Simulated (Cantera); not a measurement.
**Hydrocarbon pyrolysis for carbon deposition**

An isothermal, constant-pressure homogeneous reactor starts with 0.826 % CH₄, 99.2 % N₂, at 1525 K and 46.5 Torr.

Model: GRI-Mech 3.0 (53 species, 325 reactions), integrated in Cantera. GRI-Mech 3.0 stops at C3 and has no aromatics, soot or wall deposition, so with more carbon than oxygen in the feed, carbon stays in small species such as C2H2 where larger ones or solid carbon would form.

```tsv
t (s)	x CH₄	x CH₂	x C₂H₄	x HCN	x C₂H	x C₂H₆	x H₂
9.00e-5	0.00826	<1e-12	<1e-12	<1e-12	<1e-12	<1e-12	8.38e-9
0.000370	0.00826	<1e-12	<1e-12	<1e-12	<1e-12	<1e-12	7.23e-8
0.00152	0.00826	5.30e-12	5.85e-11	<1e-12	<1e-12	5.35e-11	3.71e-7
0.00624	0.00826	6.36e-11	4.45e-9	<1e-12	<1e-12	3.22e-9	1.61e-6
0.0256	0.00825	8.74e-10	3.04e-7	<1e-12	<1e-12	1.17e-7	7.25e-6
0.105	0.00817	1.06e-8	1.74e-5	4.34e-11	8.53e-12	2.18e-6	6.74e-5
0.433	0.00693	4.72e-8	0.000292	1.01e-8	7.20e-10	9.50e-6	0.00158
1.78	0.00377	2.57e-8	7.00e-5	1.51e-7	3.28e-9	2.28e-6	0.00656
7.30	0.00124	1.09e-8	7.12e-6	6.36e-7	5.61e-9	2.77e-7	0.0104
30.0	0.000263	3.04e-9	9.72e-7	1.49e-6	7.15e-9	1.52e-8	0.0119
```
x: mole fraction; the columns are a selection and need not sum to one.

Equilibrium at this temperature and pressure: CH₄ 8.47e-7, CH₂ 1.09e-11, C₂H₄ 4.00e-8, HCN 0.00772, C₂H 4.50e-10, C₂H₆ <1e-12, H₂ 0.0123 (gas phase only).
